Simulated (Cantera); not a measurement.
Charge: 1 mol Fe2O3, 0.23 mol SO3, 0.69 mol H2O, at 1100 Pa.

These are equilibrium values from Cantera (NASA tables, ideal gas, pure condensed phases), not measurements of a reactor. Candidate condensed phases: Fe, FeO, Fe(OH)2, Fe(OH)3, FeS, FeSO4, FeS2, Fe2O3, Fe2(SO4)3, Fe3O4, H2O, H2SO4, S; 22 gas species. Mutual solubility and eutectic melting of coexisting phases are not modelled. Equilibrium is a limit: real reactors are often held back by kinetics, nucleation or transport.

Q: Which condensed phases are stable at each of these points (T (K)): 1148, 1198, 1248, 1298, 1348, 1398, 1448, 1498, 1548, 1598, 1648?

A: 
| T (K) | condensed phases | Fe condensed (%) |
|---|---|---|
| 1148 | Fe2O3(s) | 100.0 |
| 1198 | Fe2O3(s) | 100.0 |
| 1248 | Fe2O3(s) | 100.0 |
| 1298 | Fe2O3(s) | 100.0 |
| 1348 | Fe2O3(s) | 100.0 |
| 1398 | Fe2O3(s) | 100.0 |
| 1448 | Fe2O3(s) + Fe3O4(s) | 100.0 |
| 1498 | Fe3O4(s) | 100.0 |
| 1548 | Fe3O4(s) | 100.0 |
| 1598 | Fe3O4(s) | 100.0 |
| 1648 | Fe3O4(s) | 100.0 |

From 1148 K to 1398 K the condensed part is Fe2O3(s). At 1448 K the condensed part is Fe2O3(s) + Fe3O4(s). From 1498 K to 1648 K the condensed part is Fe3O4(s).
